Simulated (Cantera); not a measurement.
Input (Python, Cantera) and output of one run.

```python
import numpy as np
import cantera as ct

gas_names = """
    N NO NO2 NO3 N2 N2O O O2 O3 Si SiN SiO SiO2 Si2 Si2N Si3
""".split()
cond_names = """
    Si(cr) Si(L) SiO2(Lqz) SiO2(hqz) SiO2(L) Si2N2O(s) Si3N4(a)
""".split()


# ... load() reads the species with a 1 bar reference pressure and builds the phases ...
atoms = {
    'Si3N4': {'Si': 3, 'N': 4},
    'N2O': {'N': 2, 'O': 1},
    'N2': {'N': 2},
}
top_T = {'Si2N2O(s)': 2100, 'Si3N4(a)': 2400}  # K; cautious upper limits of use, not melting points


# ... equilibrate(T, P, feed) seeds the gas with the atoms and calls Mixture.equilibrate('TP', solver="vcs", rtol=1e-11, max_steps=5000) ...
results = []
feed = {'Si3N4': 1, 'N2O': 0.069, 'N2': 14}  # mol
T = 1098.15  # K
P = 100000  # Pa
mix = equilibrate(T, P, feed)
results.append((T, P, feed, dict(zip(mix.species_names, mix.species_moles))))
print(gas.report(threshold=0.0001))
for i in range(1, mix.n_phases):
    print(f"{mix.phase(i).name:16s} {mix.phase_moles(i):12.5e} mol")
```

It prints:

```
       temperature   1098.2 K
          pressure   1e+05 Pa
           density   0.30682 kg/m^3
  mean mol. weight   28.014 kg/kmol
   phase of matter   gas

                          1 kg             1 kmol
                     ---------------   ---------------
          enthalpy        8.8159e+05        2.4697e+07  J
   internal energy        5.5566e+05        1.5566e+07  J
           entropy            8255.1        2.3126e+05  J/K
    Gibbs function       -8.1838e+06       -2.2926e+08  J
 heat capacity c_p            1184.2             33174  J/K
 heat capacity c_v            887.39             24859  J/K

                      mass frac. Y      mole frac. X     chem. pot. / RT
                     ---------------   ---------------   ---------------
                N2                 1                 1           -25.109
     [  +15 minor]         1.911e-15        1.2145e-15

Si(cr)            0.00000e+00 mol
SiO2(hqz)         0.00000e+00 mol
Si2N2O(s)         6.90000e-02 mol
Si3N4(a)          9.54000e-01 mol
```

Equilibrium computed with Cantera from the NASA thermochemical tables; the gas is ideal and each condensed phase is pure. Mutual solubility and eutectic melting of coexisting phases are not modelled.
